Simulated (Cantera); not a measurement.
A closed system holds: 1 mol BCl3, 1.5 mol O2, 13 mol N2, 0.45 mol H2O, equilibrated at 10.0 mbar.

These are equilibrium values from Cantera (NASA tables, ideal gas, pure condensed phases), not measurements of a reactor. Candidate condensed phases: B, BN, B2O3, B3O3H3, H2O, NH4Cl; 49 gas species. Equilibrium is a limit: real reactors are often held back by kinetics, nucleation or transport.

Task: Which condensed phases are stable at each of these points (T (K)): 873, 973, 1073, 1173, 1273, 1373, 1473, 1573, 1673, 1773, 1873, 1973, 2073?

Result: 
| T (K) | condensed phases | B condensed (%) |
|---|---|---|
| 873 | B2O3(l) | 100.0 |
| 973 | B2O3(l) | 100.0 |
| 1073 | B2O3(l) | 100.0 |
| 1173 | B2O3(l) | 99.9 |
| 1273 | B2O3(l) | 99.6 |
| 1373 | B2O3(l) | 98.3 |
| 1473 | B2O3(l) | 91.6 |
| 1573 | B2O3(l) | 56.8 |
| 1673 | gas only | 0.0 |
| 1773 | gas only | 0.0 |
| 1873 | gas only | 0.0 |
| 1973 | gas only | 0.0 |
| 2073 | gas only | 0.0 |

From 873 K to 1573 K the condensed part is B2O3(l). From 1673 K to 2073 K nothing is condensed.
